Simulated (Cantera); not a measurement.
## Ignition delay

Mixture: 6.90 % CH3OH, 18.2 % O2, 68.3 % N2, 6.69 % CO2, equivalence ratio 0.57, at 760 Torr, adiabatic and at constant volume. Ignition delay is the time to a rise of 400 K.

Computed with Cantera and GRI-Mech 3.0 (53 species, 325 reactions). GRI-Mech 3.0 was tuned for natural gas; its chemistry of methanol as a main component is partial and can be far from experiment.

```
T0 (K)  delay (ms)
------  ----------
1023           329
1123          40.5
1223          7.18
1323          1.72
1423         0.530
1523         0.201
1623        0.0898
1723        0.0450
```

| Property | Value |
|---|---|
| apparent activation energy between 1523 and 1723 K | 160 kJ/mol |
